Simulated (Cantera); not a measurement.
## Adiabatic ignition

An adiabatic, constant-volume homogeneous reactor starts with CH₄ : O₂ : N₂ : H₂O = 1 : 3.23 : 12.1 : 0.79 (molar parts), at 1623 K and 1.00 bar.

Model: GRI-Mech 3.0 (53 species, 325 reactions), integrated in Cantera.

| t (s) | T (K) | P (bar) | x CH₄ | x O₂ | x H₂O | x C₂H | x HCO | x C₂H₂ |
|---|---|---|---|---|---|---|---|---|
| 2.00e-6 | 1623 | 1.000 | 0.0584 | 0.189 | 0.0461 | <1e-12 | <1e-12 | <1e-12 |
| 7.52e-6 | 1623 | 1.000 | 0.0584 | 0.189 | 0.0461 | <1e-12 | 5.65e-12 | <1e-12 |
| 2.83e-5 | 1623 | 1.000 | 0.0584 | 0.189 | 0.0462 | <1e-12 | 1.30e-10 | 1.12e-11 |
| 0.000106 | 1623 | 1.00 | 0.0581 | 0.189 | 0.0463 | <1e-12 | 7.37e-9 | 6.88e-9 |
| 0.000399 | 2608 | 1.65 | <1e-12 | 0.0725 | 0.135 | <1e-12 | 1.56e-8 | <1e-12 |
| 0.00150 | 2708 | 1.71 | <1e-12 | 0.0680 | 0.141 | <1e-12 | 8.65e-9 | <1e-12 |
| 0.00565 | 2698 | 1.70 | <1e-12 | 0.0644 | 0.142 | <1e-12 | 8.23e-9 | <1e-12 |
| 0.0212 | 2697 | 1.70 | <1e-12 | 0.0642 | 0.142 | <1e-12 | 8.21e-9 | <1e-12 |
| 0.0798 | 2697 | 1.70 | <1e-12 | 0.0642 | 0.142 | <1e-12 | 8.21e-9 | <1e-12 |
| 0.300 | 2697 | 1.70 | <1e-12 | 0.0642 | 0.142 | <1e-12 | 8.21e-9 | <1e-12 |
x: mole fraction; the columns are a selection and need not sum to one.

time of steepest temperature rise: 0.350 ms
temperature at 0.300 s: 2697 K
equilibrium temperature: 2697 K
x(CH₄) at 0.300 s: <1e-12 (gas-phase equilibrium <1e-12)
x(O₂) at 0.300 s: 0.0642 (gas-phase equilibrium 0.0642)
x(H₂O) at 0.300 s: 0.142 (gas-phase equilibrium 0.142)
